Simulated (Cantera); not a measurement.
Charge: 1 mol Si₂H₆, 37 mol N₂O, 72 mol H₂, held at 1.00 bar.

Cantera equilibrium calculation (NASA polynomials, part measured and part estimated; ideal gas, pure solids and liquids). Candidate condensed phases: H₂O, Si, SiO₂, Si₂N₂O, Si₃N₄; 35 gas species. The feed counts by its element totals alone. The tables hold silica as quartz up to 1696 K and as liquid above; real silica turns to tridymite and cristobalite and melts near 1996 K. Gases not in the tables: Si(OH)₄. The numbers say what is thermodynamically allowed, not how fast it happens.

Q: At 1625 K, list the 4 most abundant gas species with their mole fractions, and the condensed phases.

A: H₂ 0.375, N₂ 0.330, H₂O 0.295, H 4.32e-5. Condensed: SiO₂(β-quartz).
